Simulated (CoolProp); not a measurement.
A Linde-Hampson liquefier for normal hydrogen: isothermal reversible compression at 200 K from 1 atm to 10 MPa, throttling to 1 atm, return gas leaving the recuperator 5 K below the feed. Each further row changes one setting.

Values from CoolProp's reference Helmholtz-energy equation of state, Leachman 2009.

```csv
case,compression work (kJ/kg of gas)
as stated,3850
high pressure 20 MPa,4480
warm-end temperature 230 K,4420
warm-end gap 10 K,3850
```
